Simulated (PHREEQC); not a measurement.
Consider water at 25 °C with 0.12 mol HCl and 0.0029 mol ZnSO4 per kg of water. Closed to the air; pH follows from the charge balance.

Equilibrium calculation in PHREEQC: ion-association model, wateq4f.dat.

No solid was allowed to form.

Predict the pH.

pH 1.02.

In which forms is Zn present?

Zn+2 87 %, ZnCl+ 10 %, ZnSO4 1.4 %, ZnCl2 0.7 % of the Zn.
